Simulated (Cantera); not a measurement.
Input: 1 mol C₂F₆, 1.7 mol HCl, held at 3498.15 K.

These are equilibrium values from Cantera (NASA tables, ideal gas, pure condensed phases), not measurements of a reactor. Candidate condensed phases: C, C₆H₆, C₇H₈, C₈H₁₈; 118 gas species. The feed counts by its element totals alone. The tables' values for CCl are old estimates; treat these amounts as uncertain. Equilibrium is a limit: real reactors are often held back by kinetics, nucleation or transport.

Question: At 7.50 Torr, list the 5 most abundant gas species with their mole fractions, and the condensed phases.

Answer: F 0.507, Cl 0.178, HF 0.0924, H 0.0848, C 0.0629. Condensed: gas only.
